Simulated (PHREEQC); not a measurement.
PHREEQC input (ion-association model, wateq4f.dat):

```
SOLUTION 1
  temp 25
  units mol/kgw
  pH 7 charge
END
SELECTED_OUTPUT 1
  -reset false
  -pH true
  -pe true
  -ionic_strength true
  -water true
  -totals Br C Cd Cu C(-4) C(4) Cu(1) Cu(2)
  -molalities H+ Br- CO3-2 Cd+2 Cu+2 CO2 HCO3- O2 OH- Cu+
    CuCO3 Cu(CO3)2-2 CuOH+ Cu(OH)2 Cu(OH)3- Cu(OH)4-2 Cu2(OH)2+2 Cd(CO3)2-2 CdOH+ Cd(OH)2
    Cd(OH)3- Cd(OH)4-2 Cd2OH+3 CdBr+ CdBr2 CuHCO3+ CdHCO3+ CdCO3
  -equilibrium_phases Malachite Cu(OH)2 Cd(OH)2 Otavite
PRINT
  -reset false
USE solution 1
REACTION 1
  CdBr2 1
  0 0.00833 0.0167 0.025 0.0333 0.0417 0.05 0.0583 0.0667 0.075 0.0833 0.0917 0.1 moles
EQUILIBRIUM_PHASES 1
  Malachite 0 0.2
  Cu(OH)2 0 0
  Cd(OH)2 0 0
  Otavite 0 0
  O2(g) -0.68 10
END
```

Selected output (columns that matter, 13 of 13 rows; CdBr2 added (mol) added in front):

```
CdBr2 added (mol)	pH	mu	Br	C	Cd	Cu	m_H+	m_Br-	m_Cd+2	m_Cu+2	m_CO2	Malachite	Cu(OH)2	Otavite
0	7.0354	1.2038e-05	0	9.843e-06	0	1.3533e-05	9.2541e-08	0	0	3.7687e-06	1.6667e-06	0.19999	6.1526e-06	0
0.00833	6.4952	0.016019	0.01666	4.6113e-06	0.0082575	8.5518e-05	3.5628e-07	0.012068	0.0038743	7.1878e-05	1.66e-06	0.19992	6.873e-05	7.2513e-05
0.0167	6.4349	0.027686	0.0334	4.3806e-06	0.016592	0.00012161	4.188e-07	0.021771	0.0058045	0.00010628	1.655e-06	0.19989	0.00010285	0.00010785
0.025	6.4065	0.037807	0.05	4.2951e-06	0.024868	0.0001467	4.5342e-07	0.030499	0.0071729	0.00013021	1.6507e-06	0.19986	0.00012666	0.00013238
0.0333	6.389	0.047073	0.0666	4.2507e-06	0.033148	0.00016637	4.7691e-07	0.038661	0.0082578	0.00014899	1.6467e-06	0.19984	0.00014537	0.00015162
0.0417	6.3767	0.055836	0.0834	4.2237e-06	0.041532	0.00018288	4.946e-07	0.046492	0.0091734	0.00016475	1.643e-06	0.19983	0.00016107	0.00016775
0.05	6.3676	0.064028	0.1	4.2061e-06	0.049819	0.00019687	5.0837e-07	0.053892	0.0099517	0.00017811	1.6394e-06	0.19981	0.00017441	0.00018143
0.0583	6.3605	0.071844	0.1166	4.1937e-06	0.058107	0.00020918	5.1966e-07	0.061012	0.010636	0.00018988	1.636e-06	0.1998	0.00018614	0.00019347
0.0667	6.3547	0.079433	0.1334	4.1844e-06	0.066496	0.00022032	5.2927e-07	0.067972	0.011254	0.00020052	1.6328e-06	0.19979	0.00019677	0.00020436
0.075	6.35	0.086658	0.15	4.1774e-06	0.074786	0.0002303	5.3742e-07	0.074636	0.011805	0.00021006	1.6296e-06	0.19978	0.00020629	0.00021411
0.0833	6.3459	0.093646	0.1666	4.1719e-06	0.083077	0.00023943	5.4454e-07	0.081112	0.012308	0.0002188	1.6266e-06	0.19977	0.00021501	0.00022305
0.0917	6.3424	0.1005	0.1834	4.1674e-06	0.091469	0.00024795	5.5092e-07	0.087493	0.012774	0.00022696	1.6236e-06	0.19976	0.00022316	0.00023139
0.1	6.3393	0.10708	0.2	4.1637e-06	0.099761	0.00025578	5.5655e-07	0.093643	0.013199	0.00023445	1.6208e-06	0.19976	0.00023064	0.00023905
```

Species that the database lacks are ignored. The database's constant for dissolved Cu(OH)2 is higher than later reviews accept.
